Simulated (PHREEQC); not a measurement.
A solution holds 0.029 mol H3PO4, 2.5e-05 mol H4SiO4 and 0.0091 mol KOH per kg of water, at 80 °C. Closed to the air; pH follows from the charge balance.

Computed with PHREEQC (ion-association model, phreeqc.dat).

Precipitation was switched off in this run.

Question: What pH, specific conductance does the model give?

Answer: pH 2.34; specific conductance 6720 µS/cm.

Question: In which forms is P present?

Answer: H3PO4 51 %, H2PO4- 49 % of the P.

Away from 25 °C the constants follow the database's enthalpies or fits; those with neither stay at their 25 °C values.
